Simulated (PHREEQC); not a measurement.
Dissolve 0.0017 mol Zn(NO3)2 and 6.2e-05 mol KOH per kg of water at 25 °C. Closed to the air; pH follows from the charge balance.

All values are PHREEQC results (ion-association model, phreeqc.dat), not measurements.

Each row changes one thing in this solution. No solid was allowed to form.

```json
[
 {"case": "as made", "pH": "7.43", "ionic strength (mol/kgw)": "0.00505", "ZnOH+ (mol/kgw)": "3.92e-5", "Zn(OH)2 (mol/kgw)": "1.13e-5", "SI of Zn(OH)2(e) (Zn(OH)2)": "+0.45"},
 {"case": "KOH from 6.2e-05 to 0.00062 mol/kgw", "pH": "8.13", "ionic strength (mol/kgw)": "0.00471", "ZnOH+ (mol/kgw)": "0.000158", "Zn(OH)2 (mol/kgw)": "0.000230", "SI of Zn(OH)2(e) (Zn(OH)2)": "+1.76"},
 {"case": "Zn(NO3)2 from 0.0017 to 0.00153 mol/kgw", "pH": "7.46", "ionic strength (mol/kgw)": "0.00454", "ZnOH+ (mol/kgw)": "3.81e-5", "Zn(OH)2 (mol/kgw)": "1.18e-5", "SI of Zn(OH)2(e) (Zn(OH)2)": "+0.47"},
 {"case": "diluted 5-fold with water", "pH": "7.39", "ionic strength (mol/kgw)": "0.00101", "ZnOH+ (mol/kgw)": "7.92e-6", "Zn(OH)2 (mol/kgw)": "2.13e-6", "SI of Zn(OH)2(e) (Zn(OH)2)": "-0.27"},
 {"case": "KOH left out", "pH": "5.92", "ionic strength (mol/kgw)": "0.00510", "ZnOH+ (mol/kgw)": "1.25e-6", "Zn(OH)2 (mol/kgw)": "1.11e-8", "SI of Zn(OH)2(e) (Zn(OH)2)": "-2.55"}
]
```

Some of these states are supersaturated (in Zn(OH)2(e), for instance).
